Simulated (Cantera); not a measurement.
A freely propagating, adiabatic, planar premixed flame of 52.2 % H2, 10.0 % O2, 37.8 % N2, unburnt at 550 K and 1050 Torr; unity-Lewis-number transport, grid criteria slope 0.08 and curve 0.16, no radiation.

Computed with Cantera and the H2/O2 subset of GRI-Mech 3.0, which has no nitrogen chemistry. Unity Lewis numbers drop preferential diffusion, which matters most where H2 and H carry the flame. Burning velocities carry a grid error of a few per cent, more on coarse grids.

x: mole fraction of selected species; z is measured from the peak of heat release.

```
z (mm)   T (K)  u (m/s)   x H2        x O2       x HO2        x OH         x H       x H2O
-------  -----  -------  -----  ----------  ----------  ----------  ----------  ----------
-0.833     550     4.42  0.522       0.100       <1e-8       <1e-8       <1e-8     1.75e-7
-0.555     550     4.42  0.522       0.100  (withheld)       <1e-8       <1e-8  (withheld)
-0.417     550     4.42  0.522       0.100     7.45e-7       <1e-8       <1e-8     2.17e-5
-0.278     553     4.44  0.522       0.100     1.09e-5       <1e-8     1.17e-8    0.000320
-0.139     631     5.04  0.515      0.0955    0.000230     2.71e-5    0.000131      0.0100
-0.0694    895     7.04  0.481      0.0776    0.000162    0.000291     0.00572      0.0488
0         1257     9.66  0.398      0.0397     5.74e-5     0.00103      0.0376       0.128
0.0694    1485     11.3  0.330      0.0108     1.38e-5     0.00176      0.0680       0.188
0.139     1596     12.0  0.314     0.00229     2.72e-6     0.00198      0.0708       0.207
0.278     1706     12.7  0.319    0.000210     2.49e-7     0.00206      0.0588       0.213
0.555     1809     13.4  0.329     5.74e-5     8.06e-8     0.00190      0.0431       0.216
1.11      1898     13.9  0.338     2.87e-5     4.45e-8     0.00154      0.0292       0.218
2.22      1967     14.4  0.345  (withheld)  (withheld)  (withheld)  (withheld)       0.219
```

Task: What belongs in the gaps?

Result: 
- -0.555, x HO2: 1.01e-7
- -0.555, x H2O: 2.93e-6
- 2.22, x O2: 1.24e-5
- 2.22, x HO2: 2.16e-8
- 2.22, x OH: 0.00110
- 2.22, x H: 0.0186
